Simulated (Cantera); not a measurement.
An adiabatic, constant-pressure homogeneous reactor starts with 10.8 % CO, 0.689 % H2, 2.37 % CH4, 15.6 % O2, 58.7 % N2, 11.8 % H2O, equivalence ratio 0.67, at 1425 K and 9.87 atm.

Cantera simulation using GRI-Mech 3.0 (53 species, 325 reactions); the numbers are that mechanism's predictions, not measurements.

Question: Predict: time of steepest temperature rise; temperature at 6.00 s; equilibrium temperature; x(CO) at 6.00 s; x(H2) at 6.00 s; x(HO2) at 6.00 s.

Answer: 
- time of steepest temperature rise: 84.2 µs
- temperature at 6.00 s: 2563 K
- equilibrium temperature: 2563 K
- x(CO) at 6.00 s: 0.00923 (gas-phase equilibrium 0.00923)
- x(H2) at 6.00 s: 0.00197 (gas-phase equilibrium 0.00197)
- x(HO2) at 6.00 s: 1.37e-5 (gas-phase equilibrium 1.37e-5)
